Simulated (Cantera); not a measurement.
Feed: 1 mol Ta₂O₅, 6.8 mol CO, 0.079 mol H₂, held at 0.00290 bar.

These are equilibrium values from Cantera (NASA tables, ideal gas, pure condensed phases), not measurements of a reactor. Candidate condensed phases: C, C₆H₆, C₇H₈, C₈H₁₈, H₂O, Ta, TaC, Ta₂O₅; 113 gas species. Mutual solubility and eutectic melting of coexisting phases are not modelled. TaC: taken at fixed stoichiometry. Condensed phases not in the tables: Ta₂C. Kinetics and transport are ignored.

Problem. What share of the Ta ends up in condensed phases as a function of T (K), at 1448, 1548, 1648, 1748, 1848, 1948, 2048, 2148, 2248, 2348, 2448, 2548, 2648?

Solution. 
| T (K) | Ta condensed (%) | as |
|---|---|---|
| 1448 | 100.0 | TaC(s) + Ta₂O₅(s) |
| 1548 | 100.0 | TaC(s) + Ta₂O₅(s) |
| 1648 | 100.0 | TaC(s) + Ta₂O₅(s) |
| 1748 | 100.0 | TaC(s) + Ta₂O₅(s) |
| 1848 | 100.0 | TaC(s) + Ta₂O₅(s) |
| 1948 | 99.9 | TaC(s) + Ta₂O₅(s) |
| 2048 | 99.7 | Ta₂O₅(s) |
| 2148 | 99.1 | Ta₂O₅(l) |
| 2248 | 97.8 | Ta₂O₅(l) |
| 2348 | 94.7 | Ta₂O₅(l) |
| 2448 | 88.0 | Ta₂O₅(l) |
| 2548 | 72.9 | Ta₂O₅(l) |
| 2648 | 33.9 | Ta₂O₅(l) |
